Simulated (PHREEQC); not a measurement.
Solution A (0.011 mol NaOH, 0.00044 mol Na2SiO3 and 0.008 mol Na2CO3 per kg of water) is mixed with solution B (0.061 mol/kgw H2SO4, 0.066 mol/kgw Li2SO4 and 4.5e-05 mol/kgw Na2SO4) at 25 °C; shares are by mass of water, 1 kg in all. Oxygen alone is held at its pressure in air (log pO2 = -0.68). CO2 from the air is kept out. Solids allowed: Chalcedony, Mirabilite, Nahcolite, Natron. Others were left out.

Equilibrium calculation in PHREEQC: ion-association model, wateq4f.dat.

Question: Predict pH, H3SiO4- (mol/kgw), CO2 (mol/kgw) at share of solution B = 0, 0.2, 0.6, 0.9.

Answer: 
```
share of solution B     pH  H3SiO4- (mol/kgw)  CO2 (mol/kgw)
-------------------  -----  -----------------  -------------
0                    11.98           0.000396       1.70e-10
0.2                   3.04           5.76e-11        0.00639
0.6                   1.65           1.64e-12        0.00320
0.9                   1.45           2.67e-13       0.000800
```
